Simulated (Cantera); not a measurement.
Input (Python, Cantera) and output of one run.

```python
import numpy as np
import cantera as ct

gas_names = """
    H HO2 H2 H2O H2O2 O OH O2 O3 Ti TiO TiO2
""".split()
cond_names = """
    H2O(s) H2O(L) Ti(a) Ti(b) Ti(L) TiO(a) TiO(b) TiO(L) TiO2(ru) TiO2(L) Ti2O3(a) Ti2O3(b) Ti2O3(L)
    Ti3O5(a) Ti3O5(b) Ti3O5(L) Ti4O7(s) Ti4O7(L)
""".split()


def load(file, names, dense=False):
    # The tables refer to 1 bar. Condensed volumes are neglected.
    table = {s.name: s for s in ct.Species.list_from_file(file)}
    out = []
    for n in names:
        d = dict(table[n].input_data)
        d["thermo"] = dict(d["thermo"], **{"reference-pressure": 1e5})
        if dense:
            d["equation-of-state"] = {"model": "constant-volume", "density": "1e6 g/cm^3"}
        out.append(ct.Species.from_dict(d))
    return out


gas = ct.Solution(thermo="ideal-gas", species=load("nasa_gas.yaml", gas_names))
cond = {s.name: ct.Solution(thermo="fixed-stoichiometry", species=[s], name=s.name)
        for s in load("nasa_condensed.yaml", cond_names, dense=True)}
atoms = {
    'TiO2': {'Ti': 1, 'O': 2},
    'H2': {'H': 2},
}
top_T = {}  # K; cautious upper limits of use, not melting points


def equilibrate(T, P, feed):
    n = {}
    for name, mol in feed.items():
        for a, k in atoms[name].items():
            n[a] = n.get(a, 0.0) + k * mol
    gas.TPX = T, P, n
    mass = sum(n.values()) * gas.mean_molecular_weight
    gas.equilibrate("TP")
    valid = [c for c in cond.values() if c.min_temp <= T <= top_T.get(c.name, c.max_temp)]
    mix = ct.Mixture([(gas, mass / gas.mean_molecular_weight)] + [(c, 0.0) for c in valid])
    mix.T, mix.P = T, P
    mix.equilibrate("TP", solver="vcs", rtol=1e-11, max_steps=5000)
    return mix


results = []
T = 2075  # K
P = 101325  # Pa
for m in [5.1, 8.5, 14, 24, 39, 66, 110, 180, 300, 500, 840, 1400, 2300]:
    feed = {'TiO2': 1, 'H2': m}  # mol
    mix = equilibrate(T, P, feed)
    results.append((T, P, feed, dict(zip(mix.species_names, mix.species_moles))))
    x = sorted(zip(gas.X, gas.species_names), reverse=True)
    print(f"T = {T:g} K  P = {P:g} Pa  n(H2) = {m:g} mol  gas = {mix.phase_moles(0):.4g} mol")
    print("   x: " + "  ".join(f"{s} {v:.3e}" for v, s in x if v > 0.001))
    print("   condensed (mol): " + ("  ".join(f"{mix.phase(i).name} {mix.phase_moles(i):.4g}"
          for i in range(1, mix.n_phases) if mix.phase_moles(i) > 1e-12) or "none"))
```

Result:

```
T = 2075 K  P = 101325 Pa  n(H2) = 5.1 mol  gas = 5.107 mol
   x: H2 9.485e-01  H2O 4.894e-02  H 2.577e-03
   condensed (mol): Ti4O7(L) 0.25
T = 2075 K  P = 101325 Pa  n(H2) = 8.5 mol  gas = 8.511 mol
   x: H2 9.680e-01  H2O 2.936e-02  H 2.604e-03
   condensed (mol): Ti4O7(L) 0.25
T = 2075 K  P = 101325 Pa  n(H2) = 14 mol  gas = 14.02 mol
   x: H2 9.736e-01  H2O 2.377e-02  H 2.611e-03
   condensed (mol): Ti3O5(L) 0.3333
T = 2075 K  P = 101325 Pa  n(H2) = 24 mol  gas = 24.03 mol
   x: H2 9.835e-01  H2O 1.387e-02  H 2.624e-03
   condensed (mol): Ti3O5(L) 0.3333
T = 2075 K  P = 101325 Pa  n(H2) = 39 mol  gas = 39.05 mol
   x: H2 9.888e-01  H2O 8.533e-03  H 2.631e-03
   condensed (mol): Ti3O5(L) 0.3333
T = 2075 K  P = 101325 Pa  n(H2) = 66 mol  gas = 66.09 mol
   x: H2 9.923e-01  H2O 5.043e-03  H 2.636e-03
   condensed (mol): Ti3O5(L) 0.3333
T = 2075 K  P = 101325 Pa  n(H2) = 110 mol  gas = 110.1 mol
   x: H2 9.940e-01  H2O 3.331e-03  H 2.638e-03
   condensed (mol): Ti2O3(b) 0.1008  Ti3O5(L) 0.2661
T = 2075 K  P = 101325 Pa  n(H2) = 180 mol  gas = 180.2 mol
   x: H2 9.946e-01  H2O 2.774e-03  H 2.639e-03
   condensed (mol): Ti2O3(b) 0.4999
T = 2075 K  P = 101325 Pa  n(H2) = 300 mol  gas = 300.4 mol
   x: H2 9.957e-01  H 2.640e-03  H2O 1.665e-03
   condensed (mol): Ti2O3(b) 0.4998
T = 2075 K  P = 101325 Pa  n(H2) = 500 mol  gas = 500.7 mol
   x: H2 9.964e-01  H 2.641e-03
   condensed (mol): Ti2O3(b) 0.4996
T = 2075 K  P = 101325 Pa  n(H2) = 840 mol  gas = 841.1 mol
   x: H2 9.968e-01  H 2.642e-03
   condensed (mol): Ti2O3(b) 0.4991
T = 2075 K  P = 101325 Pa  n(H2) = 1400 mol  gas = 1402 mol
   x: H2 9.968e-01  H 2.642e-03
   condensed (mol): TiO(L) 0.4356  Ti2O3(b) 0.2806
T = 2075 K  P = 101325 Pa  n(H2) = 2300 mol  gas = 2303 mol
   x: H2 9.969e-01  H 2.642e-03
   condensed (mol): TiO(L) 0.9945
```

These are equilibrium values from Cantera (NASA tables, ideal gas, pure condensed phases), not measurements of a reactor. Mutual solubility and eutectic melting of coexisting phases are not modelled. TiO: taken at fixed stoichiometry. Condensed phases not in the tables: Magnéli phases beyond Ti4O7.
